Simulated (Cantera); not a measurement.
SiO2 + NF3 + H2 (oxide etching and cleaning by halides)

Charge: 1 mol SiO2, 10 mol NF3, a varied amount of H2, held at 1825 K and 0.0210 Torr.

Method: chemical equilibrium by Gibbs-energy minimisation in Cantera with the NASA 1993 tables (ideal gas, pure condensed phases). Candidate condensed phases: H2O, Si, SiO2, Si2N2O, Si3N4; 58 gas species. The tables' values for SiF3, SiO2, SiF2 are old estimates; treat these amounts as uncertain. Equilibrium is a limit: real reactors are often held back by kinetics, nucleation or transport.

```csv
n(H2) (mol),log p HF,log p F,log p H2,log p N2,log p H,log p SiF4,log p O2,log p SiO,log p H2O
2.7,-5.34,-4.76,-15.32,-5.37,-11.02,-6.07,-6.11,<-16,-14.21
3.3,-5.25,-4.78,-15.10,-5.37,-10.90,-6.07,-6.11,<-16,-13.99
4.1,-5.16,-4.82,-14.83,-5.37,-10.77,-6.07,-6.11,<-16,-13.72
5,-5.07,-4.87,-14.57,-5.37,-10.64,-6.07,-6.11,<-16,-13.46
6.1,-4.99,-4.93,-14.27,-5.37,-10.49,-6.07,-6.11,<-16,-13.16
7.5,-4.90,-5.03,-13.89,-5.37,-10.30,-6.07,-6.11,<-16,-12.78
9.2,-4.81,-5.19,-13.39,-5.37,-10.05,-6.07,-6.11,-16.03,-12.28
11,-4.73,-5.47,-12.68,-5.37,-9.70,-6.07,-6.11,-14.91,-11.57
14,-4.65,-7.67,-8.12,-5.40,-7.42,-6.35,-6.29,-6.48,-7.09
17,-4.66,-8.63,-6.22,-5.44,-6.47,-8.87,-8.24,-6.14,-6.17
21,-4.71,-9.02,-5.53,-5.48,-6.12,-9.76,-9.65,-6.18,-6.19
25,-4.75,-9.17,-5.31,-5.52,-6.01,-10.16,-10.18,-6.22,-6.23
```
log p: log10 of the partial pressure in bar; nothing condenses.

From 2.7 mol H2 to 25 mol H2 nothing is condensed. The main Si-bearing gas is SiF4 at 2.7 mol H2 and SiO at 25 mol H2.
